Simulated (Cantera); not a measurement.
What does this Cantera script print?

```python
import numpy as np
import cantera as ct

gas_names = """
    AL HCL H CL
""".split()
cond_names = """
    ALCL3(s) ALCL3(L)
""".split()


def load(file, names, dense=False):
    # The tables refer to 1 bar. Condensed volumes are neglected.
    table = {s.name: s for s in ct.Species.list_from_file(file)}
    out = []
    for n in names:
        d = dict(table[n].input_data)
        d["thermo"] = dict(d["thermo"], **{"reference-pressure": 1e5})
        if dense:
            d["equation-of-state"] = {"model": "constant-volume", "density": "1e6 g/cm^3"}
        out.append(ct.Species.from_dict(d))
    return out


species = {s.name: s for s in load("nasa_gas.yaml", gas_names) + load("nasa_condensed.yaml", cond_names)}
# Each term lists the table entries of one substance; the one whose range holds T is used.
reactions = {
    'Al(g) + 3 HCl(g) = 3 H(g) + AlCl3':
        [(-1, ['AL']), (-3, ['HCL']), (3, ['H']), (1, ['ALCL3(s)', 'ALCL3(L)'])],
    'Al(g) + 3 Cl(g) = AlCl3':
        [(-1, ['AL']), (-3, ['CL']), (1, ['ALCL3(s)', 'ALCL3(L)'])],
}


def pick(names, T):
    return next(species[n] for n in names if species[n].thermo.min_temp <= T <= species[n].thermo.max_temp)


results = []
for label, terms in reactions.items():
    print(label)
    print("     T/K   dH/kJ  dS/(J/K)   dG/kJ   log10 K")
    for T in [448, 473, 498, 523, 548, 573]:
        used = [(nu, pick(names, T)) for nu, names in terms]
        dH = sum(nu * s.thermo.h(T) for nu, s in used) / 1e6
        dS = sum(nu * s.thermo.s(T) for nu, s in used) / 1e3
        dG = dH - T * dS / 1e3
        logK = -dG * 1e6 / (ct.gas_constant * T * np.log(10))
        results.append((label, T, dH, dS, dG, logK, [s.name for _, s in used]))
        print(f"{T:8g} {dH:8.1f} {dS:8.1f} {dG:8.1f} {logK:8.2f}")
```

Result:

```
Al(g) + 3 HCl(g) = 3 H(g) + AlCl3
     T/K   dH/kJ  dS/(J/K)   dG/kJ   log10 K
     448    -96.7   -251.1     15.8    -1.84
     473    -59.7   -171.6     21.4    -2.37
     498    -57.8   -167.6     25.7    -2.69
     523    -55.8   -163.7     29.8    -2.98
     548    -53.8   -160.0     33.9    -3.23
     573    -51.9   -156.5     37.8    -3.45
Al(g) + 3 Cl(g) = AlCl3
     T/K   dH/kJ  dS/(J/K)   dG/kJ   log10 K
     448  -1397.8   -547.0  -1152.7   134.40
     473  -1361.9   -469.9  -1139.6   125.85
     498  -1361.0   -468.0  -1127.9   118.30
     523  -1360.0   -466.2  -1116.2   111.48
     548  -1359.1   -464.6  -1104.6   105.28
     573  -1358.2   -462.9  -1093.0    99.63
```

Source: NASA polynomial tables (part measured, part estimated), evaluated in Cantera. Condensed species are held in their standard states even where they would react or evaporate.
